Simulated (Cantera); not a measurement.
A freely propagating, adiabatic, planar premixed flame of CO : H2 : O2 : N2 = 1 : 0.32 : 0.66 : 2.48 (molar parts), equivalence ratio 1.0, unburnt at 625 K and 0.770 atm; mixture-averaged transport, grid criteria slope 0.08 and curve 0.16, no radiation.

Model: GRI-Mech 3.0 (53 species, 325 reactions), integrated in Cantera. Burning velocities carry a grid error of a few per cent, more on coarse grids.

Question: What does this change do: inlet temperature 625 to 350 K?

Answer: 
```json
[
 {"quantity": "laminar burning velocity", "before": "297 cm/s", "after": "102 cm/s"},
 {"quantity": "thermal thickness", "before": "0.986 mm", "after": "0.738 mm"},
 {"quantity": "peak x(O)", "before": "0.0184", "after": "0.0134"},
 {"quantity": "peak x(H2O2)", "before": "1.26e-5", "after": "8.46e-5"}
]
```

Question: What does this change do: H2 0.32 to 0.24 parts?

Answer: 
```tsv
quantity	before	after
laminar burning velocity	297 cm/s	249 cm/s
thermal thickness	0.986 mm	1.04 mm
peak x(O)	0.0184	0.0188
peak x(H2O2)	1.26e-5	1.39e-5
```

Question: What does this change do: CO 1 to 1.3 parts?

Answer: 
| quantity | before | after |
|---|---|---|
| laminar burning velocity | 297 cm/s | 317 cm/s |
| thermal thickness | 0.986 mm | 1.000 mm |
| peak x(O) | 0.0184 | 0.0192 |
| peak x(H2O2) | 1.26e-5 | 1.13e-5 |
